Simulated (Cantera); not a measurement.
A closed system holds: 1 mol Ti, 0.14 mol O2, 110 mol H2, held at 2123.15 K and 61.0 Pa.

These are equilibrium values from Cantera (NASA tables, ideal gas, pure condensed phases), not measurements of a reactor. The numbers say what is thermodynamically allowed, not how fast it happens.

| species | before | after |
|---|---|---|
| H2 | 0.857 | 0.990 |
| H | 0.135 | 0.00978 |
| Ti | 0.00606 | 0.000342 |
| TiO | 0.00234 | 3.21e-5 |
| H2O | 1.26e-5 | 3.57e-6 |
| Ti(l), mol | 0 | 0.683 |
| TiO(l), mol | 0 | 0.276 |
Gas species are given as mole fractions.

### Question
What was changed between the two runs?
(A) O2 from 0.14 to 4.2 mol
(B) temperature from 2123.15 K to 1275 K
(C) pressure from 61.0 Pa to 80000 Pa
(D) pressure from 61.0 Pa to 13300 Pa

### Answer
D, pressure from 61.0 Pa to 13300 Pa. Each liquid is taken as pure. Mutual solubility and eutectic melting of coexisting phases are not modelled. TiO: taken at fixed stoichiometry. Condensed phases not in the tables: N, O or C dissolved in the metal
